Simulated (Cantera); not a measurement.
Ignition delay

Mixture: CH4 : CO : O2 : N2 = 1 : 0.086 : 0.973 : 3.66 (molar parts), equivalence ratio 2.1, at 310000 Pa, adiabatic and at constant pressure. Ignition delay is the time to a rise of 400 K.

Cantera simulation using GRI-Mech 3.0 (53 species, 325 reactions); the numbers are that mechanism's predictions, not measurements.

```tsv
T0 (K)	delay (ms)
1200	28.4
1275	10.4
1350	4.06
1425	1.68
1500	0.731
1575	0.337
1650	0.166
1725	0.0873
1800	0.0494
1875	0.0299
```

- apparent activation energy between 1725 and 1875 K = 190 kJ/mol
